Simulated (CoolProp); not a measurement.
Vapour-liquid equilibrium of propane (1) + isobutane (2) at -15.85 °C; x and y are mole fractions of (1).

Computed with CoolProp (multi-fluid Helmholtz-energy mixture model, Lemmon 2009 and Bücker 2006; pair parameters Kunz 2012).

```json
[
 {"x": "0.05", "bubble pressure (MPa)": "0.09573", "y at the bubble point": "0.142", "dew pressure at overall composition x (MPa)": "0.08923", "liquid density (mol/L)": "10.39"},
 {"x": "0.125", "bubble pressure (MPa)": "0.1100", "y at the bubble point": "0.307", "dew pressure at overall composition x (MPa)": "0.09446", "liquid density (mol/L)": "10.53"},
 {"x": "0.2", "bubble pressure (MPa)": "0.1241", "y at the bubble point": "0.434", "dew pressure at overall composition x (MPa)": "0.1003", "liquid density (mol/L)": "___"},
 {"x": "0.275", "bubble pressure (MPa)": "0.1381", "y at the bubble point": "0.536", "dew pressure at overall composition x (MPa)": "0.1069", "liquid density (mol/L)": "10.82"},
 {"x": "0.35", "bubble pressure (MPa)": "0.1522", "y at the bubble point": "___", "dew pressure at overall composition x (MPa)": "0.1144", "liquid density (mol/L)": "10.97"},
 {"x": "0.425", "bubble pressure (MPa)": "0.1664", "y at the bubble point": "0.690", "dew pressure at overall composition x (MPa)": "0.1230", "liquid density (mol/L)": "11.13"},
 {"x": "0.5", "bubble pressure (MPa)": "0.1808", "y at the bubble point": "0.750", "dew pressure at overall composition x (MPa)": "0.1329", "liquid density (mol/L)": "11.29"},
 {"x": "0.575", "bubble pressure (MPa)": "0.1955", "y at the bubble point": "0.803", "dew pressure at overall composition x (MPa)": "___", "liquid density (mol/L)": "11.45"},
 {"x": "0.65", "bubble pressure (MPa)": "0.2105", "y at the bubble point": "0.849", "dew pressure at overall composition x (MPa)": "___", "liquid density (mol/L)": "11.62"},
 {"x": "0.725", "bubble pressure (MPa)": "0.2257", "y at the bubble point": "0.889", "dew pressure at overall composition x (MPa)": "0.1745", "liquid density (mol/L)": "11.79"},
 {"x": "0.8", "bubble pressure (MPa)": "0.2411", "y at the bubble point": "0.924", "dew pressure at overall composition x (MPa)": "___", "liquid density (mol/L)": "11.97"},
 {"x": "0.875", "bubble pressure (MPa)": "0.2568", "y at the bubble point": "0.956", "dew pressure at overall composition x (MPa)": "0.2202", "liquid density (mol/L)": "___"},
 {"x": "0.95", "bubble pressure (MPa)": "0.2726", "y at the bubble point": "0.983", "dew pressure at overall composition x (MPa)": "0.2538", "liquid density (mol/L)": "12.33"}
]
```

Task: Complete the blanks.

Result: 
- 0.2, liquid density (mol/L): 10.67
- 0.35, y at the bubble point: 0.619
- 0.575, dew pressure at overall composition x (MPa): 0.1444
- 0.65, dew pressure at overall composition x (MPa): 0.1581
- 0.8, dew pressure at overall composition x (MPa): 0.1947
- 0.875, liquid density (mol/L): 12.15

No azeotrope shows between x = 0.05 and 0.95.

The pair parameters rest on a limited set of measurements; away from them the model extrapolates.
